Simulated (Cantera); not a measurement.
A Cantera script and its output.

```python
import numpy as np
import cantera as ct

gas = ct.Solution("gri30.yaml")
gas.TPX = 1225, 100000, {'C2H6': 1, 'N2': 12}
inlet = ct.Reservoir(gas, clone=True)

reactor = ct.IdealGasConstPressureReactor(gas, energy="off", clone=False)
exhaust = ct.Reservoir(gas, clone=True)
tau = [0.52, 0.23, 0.099, 0.043, 0.019, 0.0083, 0.0036, 0.0016, 0.00069, 0.0003][0]
for a, b in ((inlet, reactor), (reactor, exhaust)):
    ct.MassFlowController(a, b, mdot=lambda t: reactor.mass / tau)
net = ct.ReactorNet([reactor])
show = ['C2H6', 'CH2', 'CH3', 'C2H', 'H2', 'C2H2', 'H']

rows = []
print(f"{'tau/s':>10s}{'T/K':>9s}" + "".join(f"{s:>11s}" for s in show))
for tau in [0.52, 0.23, 0.099, 0.043, 0.019, 0.0083, 0.0036, 0.0016, 0.00069, 0.0003]:
    net.initial_time = 0.0
    net.advance(30 * tau)
    before = gas.X
    net.advance(40 * tau)
    drift = np.max(np.abs(gas.X - before) / (gas.X + 1e-9))
    rows.append([gas.T, *gas[show].X, drift])
    print(f"{tau:10.3e}{gas.T:9.1f}" + "".join(f"{x:11.3e}" for x in gas[show].X))
```

Result:

```
     tau/s      T/K       C2H6        CH2        CH3        C2H         H2       C2H2          H
 5.200e-01   1225.0  2.613e-03  6.164e-11  6.060e-06  1.200e-10  7.983e-02  2.675e-02  1.550e-06
 2.300e-01   1225.0  4.494e-03  9.909e-11  7.591e-06  1.290e-10  7.541e-02  2.219e-02  1.898e-06
 9.900e-02   1225.0  8.176e-03  1.648e-10  9.965e-06  1.221e-10  6.808e-02  1.621e-02  2.220e-06
 4.300e-02   1225.0  1.510e-02  2.710e-10  1.349e-05  9.641e-11  5.783e-02  9.996e-03  2.415e-06
 1.900e-02   1225.0  2.697e-02  4.181e-10  1.827e-05  6.179e-11  4.458e-02  4.970e-03  2.400e-06
 8.300e-03   1225.0  4.359e-02  5.775e-10  2.367e-05  3.243e-11  2.885e-02  1.851e-03  2.189e-06
 3.600e-03   1225.0  5.906e-02  6.824e-10  2.767e-05  1.502e-11  1.519e-02  5.115e-04  1.932e-06
 1.600e-03   1225.0  6.852e-02  6.890e-10  2.885e-05  6.494e-12  7.063e-03  1.154e-04  1.722e-06
 6.900e-04   1225.0  7.350e-02  5.826e-10  2.693e-05  2.337e-12  2.854e-03  1.937e-05  1.496e-06
 3.000e-04   1225.0  7.572e-02  3.714e-10  2.169e-05  6.158e-13  9.929e-04  2.336e-06  1.160e-06
```

Cantera simulation using GRI-Mech 3.0 (53 species, 325 reactions); the numbers are that mechanism's predictions, not measurements. GRI-Mech 3.0 stops at C3 and has no aromatics, soot or wall deposition, so with more carbon than oxygen in the feed, carbon stays in small species such as C2H2 where larger ones or solid carbon would form.
